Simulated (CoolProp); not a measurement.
C3F8 (R218) along the isobar 3.47 MPa: density (kg/m³) from the reference equation and from simpler models built on Tc = 345.0 K, pc = 2.640 MPa, ω = 0.317; each cubic takes its own stable root.

The numbers come from the reference Helmholtz-energy equation of state, Lemmon 2006 in CoolProp. It is a short technical equation, of lower accuracy than the large ones.

```
T (K)   phase  reference  van der Waals  Redlich-Kwong  Soave-Redlich-Kwong  Peng-Robinson
-----  ------  ---------  -------------  -------------  -------------------  -------------
190.7  liquid        [?]           1124            [?]                 1695           1907
201.8  liquid       1750           1105           1611                 1664           1874
212.9  liquid       1712           1085           1574                 1631           1838
224    liquid       1672           1064           1536                 1596           1799
235    liquid       1632           1043           1496                 1558           1758
246.1  liquid       1590            [?]            [?]                  [?]           1713
257.2  liquid       1547          995.8           1407                  [?]           1663
268.3  liquid       1501          970.3           1359                 1423           1609
279.3  liquid       1454          943.3           1307                 1371           1549
```

Problem. What belongs in the gaps?

Solution. 
- 190.7, reference: 1788
- 190.7, Redlich-Kwong: 1645
- 246.1, van der Waals: 1020
- 246.1, Redlich-Kwong: 1453
- 246.1, Soave-Redlich-Kwong: 1517
- 257.2, Soave-Redlich-Kwong: 1472
